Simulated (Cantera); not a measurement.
A diamond (100) surface in a fixed gas of H2 with x(CH4) = 0.0084, x(H) = 0.01, x(CH3) = 5.4e-05, 24.8 Torr; coverages are run to steady state.

Detailed kinetics in Cantera: the Harris–Goodwin 1993 mechanism for the reconstructed diamond (100) surface.

θ: site fractions in the mechanism's names (c6HH fully hydrogenated, c6H* and c6*H radical sites, c6** diradical, c6HM methylated).

| T (K) | growth (µm/h) | θ c6HH | θ c6H* | θ c6*H | θ c6** | θ c6HM |
|---|---|---|---|---|---|---|
| 925 | 0.642 | 0.664 | 0.0122 | 0.313 | 0.00544 | 0.00404 |
| 1000 | 0.917 | 0.595 | 0.0183 | 0.373 | 0.00972 | 0.00286 |
| 1075 | 1.11 | 0.531 | 0.0254 | 0.426 | 0.0158 | 0.00187 |
| 1150 | 0.977 | 0.473 | 0.0331 | 0.468 | 0.0238 | 0.000931 |
| 1225 | (withheld) | (withheld) | (withheld) | 0.501 | (withheld) | (withheld) |
| 1300 | 0.433 | 0.380 | 0.0492 | 0.525 | 0.0452 | 8.22e-5 |
| 1375 | 0.406 | (withheld) | (withheld) | 0.541 | (withheld) | (withheld) |

Q: Some entries are withheld; supply them.

A: 
- 1225, growth (µm/h): 0.620
- 1225, θ c6HH: 0.423
- 1225, θ c6H*: 0.0411
- 1225, θ c6**: 0.0337
- 1225, θ c6HM: 0.000309
- 1375, θ c6HH: 0.344
- 1375, θ c6H*: 0.0571
- 1375, θ c6**: 0.0578
- 1375, θ c6HM: 2.10e-5
